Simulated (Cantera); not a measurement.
## Equilibrium for roasting and sulfation: Fe2O3 + SO2 + CO2 + H2S

Input: 1 mol Fe2O3, 0.34 mol SO2, 0.047 mol CO2, 0.83 mol H2S, held at 7.50 Torr.

These are equilibrium values from Cantera (NASA tables, ideal gas, pure condensed phases), not measurements of a reactor. Candidate condensed phases: C, C6H6, C7H8, C8H18, Fe, Fe(CO)5, FeO, Fe(OH)2, Fe(OH)3, FeS, FeSO4, FeS2, Fe2O3, Fe2(SO4)3, Fe3O4, H2O, H2SO4, S; 127 gas species. Metal and sulfide melt together well below either melting point, which pure phases cannot show. Mutual solubility and eutectic melting of coexisting phases are not modelled. The tables' stoichiometric FeO is somewhat more stable than real wüstite, so its field is too wide. FeO, FeS: taken at fixed stoichiometry. Gases not in the tables: S3 to S7. Equilibrium is a limit: real reactors are often held back by kinetics, nucleation or transport.

From 825 °C to 900 °C the condensed part is FeS(s) + Fe3O4(s). From 975 °C to 1125 °C the condensed part is FeO(s) + FeS(s). From 1200 °C to 1350 °C the condensed part is FeO(s). At 1425 °C the condensed part is FeO(l). The main Fe-bearing gas is Fe(OH)2 at 825 °C and Fe at 1425 °C.

```json
[
 {"T (°C)": "825", "log p H2O": "-2.24", "log p SO2": "-2.47", "log p S2": "-3.40", "log p H2": "-4.07", "log p CO2": "-3.48", "log p SO": "-5.70", "log p CO": "-5.31", "log p H2S": "-4.06", "n FeS(s)": "0.563", "n Fe3O4(s)": "0.479", "n FeO(s)": "0", "n FeO(l)": "0"},
 {"T (°C)": "900", "log p H2O": "-2.25", "log p SO2": "-2.48", "log p S2": "-3.29", "log p H2": "-3.84", "log p CO2": "-3.49", "log p SO": "-5.31", "log p CO": "-4.97", "log p H2S": "-4.04", "n FeS(s)": "0.540", "n Fe3O4(s)": "0.487", "n FeO(s)": "0", "n FeO(l)": "0"},
 {"T (°C)": "975", "log p H2O": "-2.31", "log p SO2": "-2.43", "log p S2": "-3.11", "log p H2": "-3.69", "log p CO2": "-3.56", "log p SO": "-4.91", "log p CO": "-4.75", "log p H2S": "-4.05", "n FeS(s)": "0.301", "n Fe3O4(s)": "0", "n FeO(s)": "1.70", "n FeO(l)": "0"},
 {"T (°C)": "1050", "log p H2O": "-2.33", "log p SO2": "-2.47", "log p S2": "-2.92", "log p H2": "-3.49", "log p CO2": "-3.60", "log p SO": "-4.60", "log p CO": "-4.48", "log p H2S": "-3.97", "n FeS(s)": "0.193", "n Fe3O4(s)": "0", "n FeO(s)": "1.81", "n FeO(l)": "0"},
 {"T (°C)": "1125", "log p H2O": "-2.36", "log p SO2": "-2.52", "log p S2": "-2.77", "log p H2": "-3.31", "log p CO2": "-3.65", "log p SO": "-4.33", "log p CO": "-4.26", "log p H2S": "-3.90", "n FeS(s)": "0.0562", "n Fe3O4(s)": "0", "n FeO(s)": "1.94", "n FeO(l)": "0"},
 {"T (°C)": "1200", "log p H2O": "-2.39", "log p SO2": "-2.54", "log p S2": "-2.73", "log p H2": "-3.18", "log p CO2": "-3.71", "log p SO": "-4.10", "log p CO": "-4.10", "log p H2S": "-3.93", "n FeS(s)": "0", "n Fe3O4(s)": "0", "n FeO(s)": "2.00", "n FeO(l)": "0"},
 {"T (°C)": "1275", "log p H2O": "-2.41", "log p SO2": "-2.53", "log p S2": "-2.74", "log p H2": "-3.09", "log p CO2": "-3.76", "log p SO": "-3.89", "log p CO": "-4.00", "log p H2S": "-4.00", "n FeS(s)": "0", "n Fe3O4(s)": "0", "n FeO(s)": "2.00", "n FeO(l)": "0"},
 {"T (°C)": "1350", "log p H2O": "-2.43", "log p SO2": "-2.53", "log p S2": "-2.76", "log p H2": "-3.01", "log p CO2": "-3.83", "log p SO": "-3.70", "log p CO": "-3.91", "log p H2S": "-4.07", "n FeS(s)": "0", "n Fe3O4(s)": "0", "n FeO(s)": "2.00", "n FeO(l)": "0"},
 {"T (°C)": "1425", "log p H2O": "-2.45", "log p SO2": "-2.53", "log p S2": "-2.79", "log p H2": "-2.94", "log p CO2": "-3.90", "log p SO": "-3.53", "log p CO": "-3.85", "log p H2S": "-4.14", "n FeS(s)": "0", "n Fe3O4(s)": "0", "n FeO(s)": "0", "n FeO(l)": "2.00"}
]
```
log p: log10 of the partial pressure in bar; n: condensed amount in mol.
